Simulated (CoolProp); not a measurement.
The fluid at 293.15 K and 6.93 MPa (liquid) is heated at constant pressure to 387.1 K. The same conditions are run with several fluids, on thermodynamics alone (safety and materials aside).

Model: reference Helmholtz-energy equation of state of each fluid (n-hexane: Thol 2019; n-nonane: Lemmon 2006; n-perfluorobutane: Gao 2022; cyclohexane: Zhou 2014; propylene: Lemmon 2013), in CoolProp.

```json
[
 {"fluid": "n-hexane", "heat (kJ/kg)": "229", "final phase": "liquid", "final density (kg/m³)": "…"},
 {"fluid": "n-nonane", "heat (kJ/kg)": "…", "final phase": "liquid", "final density (kg/m³)": "…"},
 {"fluid": "n-perfluorobutane", "heat (kJ/kg)": "…", "final phase": "supercritical", "final density (kg/m³)": "…"},
 {"fluid": "cyclohexane", "heat (kJ/kg)": "192", "final phase": "liquid", "final density (kg/m³)": "…"},
 {"fluid": "propylene", "heat (kJ/kg)": "…", "final phase": "supercritical", "final density (kg/m³)": "…"}
]
```

Task: Complete the blanks.

Result: 
- n-hexane, final density (kg/m³): 581
- n-nonane, heat (kJ/kg): 222
- n-nonane, final density (kg/m³): 652
- n-perfluorobutane, heat (kJ/kg): 110
- n-perfluorobutane, final density (kg/m³): 1180
- cyclohexane, final density (kg/m³): 696
- propylene, heat (kJ/kg): 316
- propylene, final density (kg/m³): 265
